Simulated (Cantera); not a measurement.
An isothermal plug-flow reactor at 750 K and 0.270 bar (inlet), inlet velocity 5 m/s, active area per volume 3100 1/m; feed CO : O₂ : N₂ = 0.0058 : 0.14 : 0.79 (molar parts), equivalence ratio 0.021.

Computed with Cantera and Deutschmann's 1995 Pt surface mechanism with GRI-Mech 3.0 gas chemistry. Catalytic surfaces can have several steady states; this one follows from the mechanism file's or the stated starting coverage. Mass transfer to the wall is taken as infinitely fast.

### Question
What does this change do: O2 0.14 to 0.071 parts?

### Answer
```csv
quantity,before,after
x(CO) at z = 0.012 m,0.000614,0.000104
x(O₂) at z = 0.012 m,0.147,0.0789
x(H₂O) at z = 0.012 m,<1e-12,<1e-12
x(CO₂) at z = 0.012 m,0.00560,0.00661
θ(free Pt) at the exit,0.0282,0.0359
θ(O*) at the exit,0.972,0.964
```

### Question
What does this change do: O2 0.14 to 0.27 parts?

### Answer
```
quantity                  before    after
----------------------  --------  -------
x(CO) at z = 0.012 m    0.000614  0.00144
x(O₂) at z = 0.012 m       0.147    0.252
x(H₂O) at z = 0.012 m     <1e-12   <1e-12
x(CO₂) at z = 0.012 m    0.00560  0.00402
θ(free Pt) at the exit    0.0282   0.0226
θ(O*) at the exit          0.972    0.977
```

### Question
What does this change do: CO 0.0058 to 0.0029 parts?

### Answer
| quantity | before | after |
|---|---|---|
| x(CO) at z = 0.012 m | 0.000614 | 0.000425 |
| x(O₂) at z = 0.012 m | 0.147 | 0.149 |
| x(H₂O) at z = 0.012 m | <1e-12 | <1e-12 |
| x(CO₂) at z = 0.012 m | 0.00560 | 0.00269 |
| θ(free Pt) at the exit | 0.0282 | 0.0278 |
| θ(O*) at the exit | 0.972 | 0.972 |
